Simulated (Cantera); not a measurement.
Feed: 1 mol AlCl₃, 0.29 mol NH₃, 380 mol N₂, at 1825 °C and 31.0 Pa.

Method: chemical equilibrium by Gibbs-energy minimisation in Cantera with the NASA 1993 tables (ideal gas, pure condensed phases). Candidate condensed phases: Al, AlCl₃, AlN, NH₄Cl; 20 gas species. The numbers say what is thermodynamically allowed, not how fast it happens.

Base state: N₂ 0.990, Cl 0.00506, AlCl 0.00237, H 0.00170, HCl 0.000381, Al 0.000233, H₂ 9.42e-5 (mole fractions); condensed: gas only.

What changes in the equilibrium state with this change: AlCl₃ replaced by Al(CH₃)₃?


| species | before | after |
|---|---|---|
| N₂ | 0.990 | 0.977 |
| H | 0.00170 | 0.0129 |
| H₂ | 9.42e-5 | 0.00543 |
| Al | 0.000233 | 0.00257 |
| Cl | 0.00506 | 0 |
| AlCl | 0.00237 | 0 |
| C(graphite), mol | 0 | 2.30 |
The feed counts by its element totals alone. Further candidate phases: C, C₆H₆, C₇H₈, C₈H₁₈.

What changes in the equilibrium state with this change: NH₃ from 0.29 to 390 mol?


```json
[
 {"species": "N₂", "before": "0.990", "after": "0.467"},
 {"species": "H₂", "before": "9.42e-5", "after": "0.417"},
 {"species": "H", "before": "0.00170", "after": "0.113"},
 {"species": "Al", "before": "0.000233", "after": "0.000477"},
 {"species": "Cl", "before": "0.00506", "after": "0.000349"},
 {"species": "AlCl", "before": "0.00237", "after": "0.000334"},
 {"species": "HCl", "before": "0.000381", "after": "0.00175"}
]
```
